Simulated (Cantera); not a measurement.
A closed system holds: 1 mol Mg(OH)2, 0.037 mol H2, held at 3600 Pa.

Equilibrium computed with Cantera from the NASA thermochemical tables; the gas is ideal and each condensed phase is pure. Candidate condensed phases: H2O, Mg, MgO, Mg(OH)2; 15 gas species. Equilibrium is a limit: real reactors are often held back by kinetics, nucleation or transport.

log p: log10 of the partial pressure in bar; n: condensed amount in mol.

```csv
T (K),log p H2O,log p H2,log p OH,log p H,log p O2,n MgO(s)
1623,-1.46,-2.89,-5.55,-5.61,-7.26,1.000
1673,-1.46,-2.89,-5.28,-5.39,-6.78,1.000
1723,-1.46,-2.89,(withheld),(withheld),(withheld),1.000
1773,-1.46,-2.89,-4.77,-4.99,-5.90,1.000
1823,-1.46,-2.89,-4.54,-4.81,-5.50,1.000
1873,-1.46,-2.88,-4.32,-4.63,-5.13,1.000
1923,-1.46,-2.87,-4.12,-4.46,-4.78,1.000
1973,-1.46,-2.86,(withheld),(withheld),(withheld),1.000
2023,-1.47,-2.83,-3.75,-4.14,-4.19,1.000
```

### Question
What belongs in the gaps?

### Answer

- 1723, log p OH: -5.01
- 1723, log p H: -5.18
- 1723, log p O2: -6.33
- 1973, log p OH: -3.93
- 1973, log p H: -4.30
- 1973, log p O2: -4.47
